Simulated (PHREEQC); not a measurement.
PHREEQC input (ion-association model, wateq4f.dat):

```
SOLUTION_SPECIES
  2 NO3- + 12 H+ + 10 e- = N2 + 6 H2O  # shut off: nitrate stays nitrate
    -log_k -100
    -delta_h 0
    -analytic -100
SOLUTION 1
  temp 25
  units mol/kgw
  pH 7 charge
  N(5) 0.136
  Cu(2) 0.068
  B 0.00035
  F 0.0014
  Cl 0.0033
  Fe(3) 0.0011
SOLUTION 2
  temp 25
  units mol/kgw
  pH 7 charge
  S(6) 0.0017
  Ag 0.0034
  N(5) 0.00079
  K 0.00079
END
SELECTED_OUTPUT 1
  -reset false
  -pH true
  -pe true
  -ionic_strength true
  -water true
  -totals Ag B Cl Cu F Fe K N S Cu(1)
    Cu(2) Fe(2) Fe(3) N(5) N(3) N(0) N(-3) S(-2) S(6)
  -molalities H+ Ag+ H3BO3 Cl- Cu+2 F- Fe+2 K+ NO3- SO4-2
    Fe+3 FeOH+2 FeOH+ Fe(OH)3- FeSO4+ FeCl+2 FeCl2+ FeCl3 FeSO4 H2BO3-
    NH3 KSO4- HSO4- H2S HS- S-2 O2 Fe(OH)2+ Fe(OH)3 Fe(OH)4-
    Fe(OH)2 NH4+ NH4SO4- FeHSO4+ OH- FeHSO4+2 BF(OH)3- BF2(OH)2- BF3OH- BF4-
    FeF+2 FeF2+ FeF3 HF HF2- CuCl2- CuCl3-2 Cu+ CuCl+ CuCl2
    CuCl3- CuCl4-2 CuF+ CuOH+ Cu(OH)2 Cu(OH)3- Cu(OH)4-2 Cu2(OH)2+2 CuSO4 Cu(HS)3-
    Fe(SO4)2- Fe2(OH)2+4 Fe3(OH)4+5 FeF+ NO2- AgCl AgCl2- AgCl3-2 AgCl4-3 AgF
    AgHS Ag(HS)2- AgOH Ag(OH)2- AgSO4- AgNO3 Ag(NO2)2- Fe(HS)2 Fe(HS)3- H2F2
    FeCl+
  -equilibrium_phases Fe(OH)3(a) Tenorite Brochantite Antlerite Atacamite Cu2(OH)3NO3 Cerargyrite Ag2O Ag2SO4 Jarosite-K
    Chalcanthite CuF2:2H2O
PRINT
  -reset false
MIX 1
  1 1
  2 0
EQUILIBRIUM_PHASES 1
  Fe(OH)3(a) 0 0
  Tenorite 0 0
  Brochantite 0 0
  Antlerite 0 0
  Atacamite 0 0
  Cu2(OH)3NO3 0 0
  Cerargyrite 0 0
  Ag2O 0 0
  Ag2SO4 0 0
  Jarosite-K 0 0
  Chalcanthite 0 0
  CuF2:2H2O 0 0
  O2(g) -0.68 10
END
# ... the last block is repeated for the other 10 points of share of solution B
```

Selected output (columns that matter, 9 of 11 rows; share of solution B added in front):

```
share of solution B	pH	mu	Ag	B	Cl	Cu	F	Fe	K	N	S	m_H+	Cerargyrite	Jarosite-K
0	2.9364	0.20781	0	0.00035	0.0033	0.068	0.0014	0.0011	0	0.136	0	0.0014543	0	0
0.1	2.978	0.18696	5.3354e-07	0.000315	0.0026305	0.0612	0.00126	0.00099	7.9e-05	0.12248	0.00017	0.0013146	0.00033947	0
0.2	3.0242	0.16612	5.5746e-07	0.00028	0.0019606	0.0544	0.00112	0.00088	0.000158	0.10896	0.00034	0.001175	0.00067944	0
0.4	3.1357	0.12445	8.726e-07	0.00021	0.00062087	0.0408	0.00084	0.00066	0.000316	0.081916	0.00068	0.00089614	0.0013591	0
0.5	3.1834	0.10363	5.6024e-05	0.000175	6.024e-06	0.034	0.0007	0.0005192	0.00038473	0.068395	0.00082947	0.00079559	0.001644	1.0266e-05
0.6	3.2355	0.083416	0.00072075	0.00014	7.4667e-07	0.0272	0.00056	0.00037408	0.00045203	0.054874	0.00097606	0.00069823	0.0013193	2.1973e-05
0.8	3.4283	0.043395	0.0020605	7e-05	4.5886e-07	0.0136	0.00028	0.00013117	0.00060239	0.027832	0.0013008	0.00043394	0.00065954	2.961e-05
0.9	3.641	0.023843	0.0027304	3.5e-05	4.1975e-07	0.0068	0.00014	3.9484e-05	0.0006875	0.014311	0.001483	0.00025886	0.00032958	2.3505e-05
1	6.9676	0.0057233	0.0034	0	0	0	0	0	0.00079	0.00079	0.0017	1.1586e-07	0	0
```

Real BF4- forms and hydrolyses slowly; the run takes it at equilibrium. Fluoro complexes past AlF4- and FeF3 are missing from the database.
